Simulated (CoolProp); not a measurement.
Vapour-liquid equilibrium of m-xylene (1) + n-decane (2) at 0.0856 MPa; x and y are mole fractions of (1).

Computed with CoolProp (multi-fluid Helmholtz-energy mixture model, Zhou 2012 and Lemmon 2006; pair parameters Bell 2016).

```json
[
 {"x": "0.05", "bubble temperature, mixture model (°C)": "164.8", "bubble temperature, Raoult's law (°C)": "165.0", "y, mixture model": "0.114", "y, Raoult's law": "0.113"},
 {"x": "0.2", "bubble temperature, mixture model (°C)": "157.5", "bubble temperature, Raoult's law (°C)": "158.0", "y, mixture model": "0.380", "y, Raoult's law": "0.383"},
 {"x": "0.35", "bubble temperature, mixture model (°C)": "151.5", "bubble temperature, Raoult's law (°C)": "151.9", "y, mixture model": "0.568", "y, Raoult's law": "0.578"},
 {"x": "0.5", "bubble temperature, mixture model (°C)": "146.4", "bubble temperature, Raoult's law (°C)": "146.6", "y, mixture model": "0.710", "y, Raoult's law": "0.722"},
 {"x": "0.65", "bubble temperature, mixture model (°C)": "141.8", "bubble temperature, Raoult's law (°C)": "142.0", "y, mixture model": "0.821", "y, Raoult's law": "0.831"},
 {"x": "0.8", "bubble temperature, mixture model (°C)": "137.7", "bubble temperature, Raoult's law (°C)": "137.8", "y, mixture model": "0.909", "y, Raoult's law": "0.915"},
 {"x": "0.95", "bubble temperature, mixture model (°C)": "134.0", "bubble temperature, Raoult's law (°C)": "134.1", "y, mixture model": "0.980", "y, Raoult's law": "0.981"}
]
```

The largest gap from Raoult's law is -0.5 K in bubble temperature, at x = 0.2. No azeotrope shows between x = 0.05 and 0.95.

The pair parameters rest on a limited set of measurements; away from them the model extrapolates.
